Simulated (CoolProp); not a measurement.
Values from CoolProp's reference Helmholtz-energy equation of state, Thol 2019.

Task: Give the vapour pressure (kPa), liquid density (kg/m³), vapour Z of saturated dodecamethylpentasiloxane (MD3M) at 429.1, 439.5, 460.3 K.

Result: 
| T (K) | p (kPa) | liquid density (kg/m³) | vapour Z |
|---|---|---|---|
| 429.1 | 12.5 | 739 | 0.976 |
| 439.5 | 17.7 | 728 | 0.969 |
| 460.3 | 33.6 | 705 | 0.951 |
